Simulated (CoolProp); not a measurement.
A single-stage vapour-compression cycle with R21: evaporating at 316.15 K (dew point), condensing at 354.15 K (bubble point), superheat 8 K, subcooling 0 K, compressor efficiency 0.65, no pressure losses. Each further row changes one setting.

The numbers come from the reference Helmholtz-energy equation of state, Platzer 1990 in CoolProp. This equation is an older, rougher fit; its heat capacities, sound speeds and derivatives of the liquid may be far off and weren't checked against measurements.

| case | cooling COP | pressure ratio | discharge temperature (K) | refrigerating effect (kJ/kg) | volumetric capacity (kJ/m³) |
|---|---|---|---|---|---|
| as stated | 4.68 | 2.71 | 391.6 | 183 | 2430 |
| evaporating temperature 321.15 K | 5.55 | 2.34 | 387.1 | [?] | 2830 |
| condensing temperature 349.15 K | 5.49 | 2.41 | 383.4 | 188 | 2510 |
| subcooling 5 K | 4.82 | 2.71 | 391.6 | 188 | 2510 |
| superheat 18 K | [?] | 2.71 | 402.6 | [?] | 2420 |
| compressor efficiency 0.55 | 3.96 | 2.71 | [?] | 183 | 2430 |

### Question
Some entries are withheld; supply them.

### Answer

- evaporating temperature 321.15 K, refrigerating effect (kJ/kg): 185
- superheat 18 K, cooling COP: 4.66
- superheat 18 K, refrigerating effect (kJ/kg): 189
- compressor efficiency 0.55, discharge temperature (K): 400.9
